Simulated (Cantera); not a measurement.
**Stirred combustor or abatement burner**

A perfectly stirred reactor is fed with CH4 : C2H6 : C3H8 : O2 : N2 = 1 : 0.52 : 0.12 : 2.46 : 9.23 (molar parts), at 150000 Pa; it is adiabatic with a 400 K inlet, and is followed from long to short residence time, starting on the burning branch (τ in s: 0.025, 0.012, 0.0061, 0.003, 0.0015, 0.00074, 0.00036, 0.00018, 8.8e-05, 4.4e-05, 2.1e-05).

Computed with Cantera and GRI-Mech 3.0 (53 species, 325 reactions).

| τ (s) | T (K) | x CH4 | x C2H6 | x C3H8 | x CH2CO | x NO2 | x NO | x C2H2 |
|---|---|---|---|---|---|---|---|---|
| 0.025 | 1841 | 0.00745 | 2.49e-5 | 1.17e-6 | 6.26e-5 | 8.66e-11 | 3.68e-6 | 0.00893 |
| 0.012 | 1835 | 0.00816 | 4.57e-5 | 2.32e-6 | 9.81e-5 | 1.26e-10 | 3.31e-6 | 0.00979 |
| 0.0061 | 1822 | 0.00889 | 8.20e-5 | 4.47e-6 | 0.000146 | 1.72e-10 | 2.80e-6 | 0.0103 |
| 0.0030 | 1798 | 0.0100 | 0.000161 | 9.42e-6 | 0.000223 | 2.28e-10 | 2.04e-6 | 0.0104 |
| 0.0015 | 1746 | 0.0123 | 0.000370 | 2.34e-5 | 0.000377 | 2.74e-10 | 1.01e-6 | 0.00973 |
| 0.00074 | 400 | 0.0750 | 0.0390 | 0.00900 | <1e-12 | <1e-12 | <1e-12 | <1e-12 |
| 0.00036 | 400 | 0.0750 | 0.0390 | 0.00900 | <1e-12 | <1e-12 | <1e-12 | <1e-12 |
| 0.00018 | 400 | 0.0750 | 0.0390 | 0.00900 | <1e-12 | <1e-12 | <1e-12 | <1e-12 |
| 8.8e-5 | 400 | 0.0750 | 0.0390 | 0.00900 | <1e-12 | <1e-12 | <1e-12 | <1e-12 |
| 4.4e-5 | 400 | 0.0750 | 0.0390 | 0.00900 | <1e-12 | <1e-12 | <1e-12 | <1e-12 |
| 2.1e-5 | 400 | 0.0750 | 0.0390 | 0.00900 | <1e-12 | <1e-12 | <1e-12 | <1e-12 |
x: mole fraction; the columns are a selection and need not sum to one.
